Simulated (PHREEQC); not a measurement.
Synthetic water in mg/kgw, 25 °C, pH 6.54, pe 11.4:

```csv
constituent,mg/kgw
Na,2.27
K,0.152
Ca,2.81
Mg,0.102
Cl,1.26
S(6) as SO4,2.42
Alkalinity as HCO3,9.66
Si as SiO2,0.232
Sr,0.046
N(5) as NO3,0.0201
```

Valence states are taken as typed.

Equilibrium calculation in PHREEQC: ion-association model, phreeqc.dat.

```tsv
quantity	before	after
CO2 (mol/kgw)	0.000101	0.00102
CO3-2 (mol/kgw)	2.74e-8	2.79e-9
H3SiO4- (mol/kgw)	2.02e-9	2.02e-10
HSO4- (mol/kgw)	6.55e-10	6.55e-9
(CO2)2 (mol/kgw)	1.86e-10	1.92e-8
SI of Quartz (SiO2)	-1.43	-1.43
```

Q: Name the change that produced these shifts.
A. Mg from 0.102 to 0.306 mg/kgw
B. temperature from 25 to 55 °C at the same typed pH
C. pH from 6.54 to 6.24 at the same alkalinity
D. pH from 6.54 to 5.54 at the same alkalinity

A: D, pH from 6.54 to 5.54 at the same alkalinity

No solid was allowed to form.
